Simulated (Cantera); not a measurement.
An isothermal, constant-pressure homogeneous reactor starts with N2O : O2 = 1 : 0.96 (molar parts), at 1600 K and 0.0420 bar. Integrator tolerance rtol = 1e-08.

Cantera simulation using GRI-Mech 3.0 (53 species, 325 reactions); the numbers are that mechanism's predictions, not measurements. GRI-Mech 3.0 was tuned for natural gas; its chemistry of N2O as a main component is partial and can be far from experiment. Radical loss at walls, strong at low pressure, is not modelled. The temperature is held fixed by assumption; the heat of reaction is taken as removed at once.

Task: What does this change do: temperature 1600 to 1025 K?

Result: 
```csv
quantity,before,after
x(N2O) at 20.0 s,3.77e-6 (gas-phase equilibrium 2.05e-8),0.504 (gas-phase equilibrium 5.86e-10)
x(O2) at 20.0 s,0.534 (gas-phase equilibrium 0.592),0.491 (gas-phase equilibrium 0.593)
x(NO) at 20.0 s,0.118 (gas-phase equilibrium 0.00234),0.000245 (gas-phase equilibrium 4.97e-5)
x(O) at 20.0 s,5.23e-5 (gas-phase equilibrium 5.48e-5),7.32e-8 (gas-phase equilibrium 1.25e-9)
x(NO2) at 20.0 s,0.000154 (gas-phase equilibrium 3.24e-6),1.54e-7 (gas-phase equilibrium 7.74e-7)
x(N2) at 20.0 s,0.348 (gas-phase equilibrium 0.405),0.00519 (gas-phase equilibrium 0.406)
```
The mechanism lacks the step 2 NO + O2 → 2 NO2, which can matter for NO2 below about 1400 K.
